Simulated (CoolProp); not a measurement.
Vapour-liquid equilibrium of dimethyl ether (1) + R236FA (2) at 8.43 bar; x and y are mole fractions of (1).

Computed with CoolProp (multi-fluid Helmholtz-energy mixture model, Wu 2011 and Pan 2012; pair parameters Bell 2016).

Give the bubble temperature and the first vapour's composition at x = 0.05, 0.2, 0.8. Is there an azeotrope?

x = 0.05: 336.9 K, y = 0.053; x = 0.2: 335.9 K, y = 0.227; x = 0.8: 318.8 K, y = 0.910. No azeotrope shows between x = 0.05 and 0.95.

Pair parameters are fitted to limited data, so mixtures are less certain than the pure fluids.
